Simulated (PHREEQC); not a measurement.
Dissolve 0.055 mol/kgw CaCl2, 0.0022 mol/kgw BaCl2 and 0.0092 mol/kgw NaCl at 20 °C. Closed to the air; pH follows from the charge balance.

All values are PHREEQC results (Pitzer model, pitzer.dat), not measurements.

Question: The ionic strength comes out as 0.181 mol/kgw. What activity coefficients do Ca+2, Na+, Ba+2, Cl- get?

Answer: Ca+2 0.33, Na+ 0.76, Ba+2 0.31, Cl- 0.72. Single-ion values are on the MacInnes scale.

No solid was allowed to form.
